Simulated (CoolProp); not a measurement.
Methane along the isotherm 199.5 K: density (kg/m³) from the reference equation and from simpler models built on Tc = 190.6 K, pc = 4.599 MPa, ω = 0.011; each cubic takes its own stable root.

Computed with CoolProp (reference Helmholtz-energy equation of state, Setzmann 1991).

```
p (MPa)          phase   reference  van der Waals  Soave-Redlich-Kwong  Peng-Robinson
-------  -------------  ----------  -------------  -------------------  -------------
0.0727             gas      0.7064         0.7061               0.7065         0.7069
0.117              gas       1.140          1.139                1.140          1.141
0.19               gas       1.860          1.858                1.861          1.864
0.307              gas       3.029          3.024                3.030          3.038
0.495              gas       4.946     (withheld)                4.949          4.970
0.8                gas  (withheld)          8.128                8.175          8.230
1.29               gas       13.66          13.55                13.68          13.83
2.09               gas       23.68     (withheld)                23.74     (withheld)
3.38               gas       44.10          43.15                44.19     (withheld)
5.45     supercritical  (withheld)          123.0                113.2          120.6
8.81     supercritical  (withheld)          199.6                230.8          254.1
14.2     supercritical       293.6          227.8                276.7     (withheld)
23       supercritical       322.9          250.7                314.2          348.9
```

**Question.** Complete the blanks.

**Answer.** 
- 0.495, van der Waals: 4.932
- 0.8, reference: 8.166
- 2.09, van der Waals: 23.38
- 2.09, Peng-Robinson: 24.19
- 3.38, Peng-Robinson: 45.66
- 5.45, reference: 115.7
- 8.81, reference: 256.0
- 14.2, Peng-Robinson: 306.6
